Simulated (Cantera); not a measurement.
# N2O furnace oxynitridation

An isothermal, constant-pressure homogeneous reactor starts with 89.3 % N2O, 10.7 % H2O, at 1200 K and 140000 Pa.

Cantera simulation using GRI-Mech 3.0 (53 species, 325 reactions); the numbers are that mechanism's predictions, not measurements. GRI-Mech 3.0 was tuned for natural gas; its chemistry of N2O as a main component is partial and can be far from experiment. The mechanism lacks the step 2 NO + O2 → 2 NO2, which can matter for NO2 below about 1400 K. The temperature is held fixed by assumption; the heat of reaction is taken as removed at once.

```
t (s)      x N2O   x H2O    x H2O2      x N2    x HO2
--------  ------  ------  --------  --------  -------
2.00e-5    0.893   0.107  3.31e-11   1.71e-5  5.23e-8
6.59e-5    0.893   0.107   1.69e-9   6.10e-5  6.77e-7
0.000217   0.893   0.107   6.07e-8  0.000210  4.63e-6
0.000714   0.892   0.107   2.82e-7  0.000713  7.54e-6
0.00235    0.889   0.107   2.14e-7   0.00238  6.08e-6
0.00775    0.881   0.107   1.65e-7   0.00786  4.66e-6
0.0255     0.855   0.106   1.32e-7    0.0252  3.05e-6
0.0840     0.778   0.103   1.20e-7    0.0763  1.56e-6
0.277      0.590  0.0959   1.05e-7     0.202  6.65e-7
0.911      0.288  0.0848   6.78e-8     0.404  2.60e-7
3.00      0.0559  0.0762   2.22e-8     0.562  8.77e-8
```
x: mole fraction; the columns are a selection and need not sum to one.

Equilibrium at this temperature and pressure: N2O 1.55e-8, H2O 0.0741, H2O2 1.17e-9, N2 0.617, HO2 1.68e-8 (gas phase only).
